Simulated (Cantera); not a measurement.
Standard-state values (1 bar) from the NASA 1993 polynomials, evaluated with Cantera. Values are per mole of reaction as written; species without (g) are pure solids or liquids, kept so even where they would boil at 1 bar.

Mg + Cl2(g) = MgCl2(g)

| T (K) | ΔH° (kJ) | ΔS° (J/K) | ΔG° (kJ) | log10 K | condensed phases |
|---|---|---|---|---|---|
| 350 | -392.6 | 21.1 | -400.0 | 59.69 | Mg(s) |
| 500 | -393.0 | 20.2 | -403.1 | 42.11 | Mg(s) |
| 650 | -393.5 | 19.2 | -406.0 | 32.63 | Mg(s) |
| 800 | [?] | [?] | [?] | [?] | Mg(s) |
| 950 | -403.9 | 7.7 | -411.2 | 22.61 | Mg(l) |
| 1100 | -405.4 | 6.2 | -412.2 | 19.57 | Mg(l) |
| 1250 | [?] | [?] | [?] | [?] | Mg(l) |

What belongs in the gaps?


- 800, ΔH° (kJ): -394.3
- 800, ΔS° (J/K): 18.1
- 800, ΔG° (kJ): -408.8
- 800, log10 K: 26.69
- 1250, ΔH° (kJ): -406.8
- 1250, ΔS° (J/K): 5.0
- 1250, ΔG° (kJ): -413.1
- 1250, log10 K: 17.26
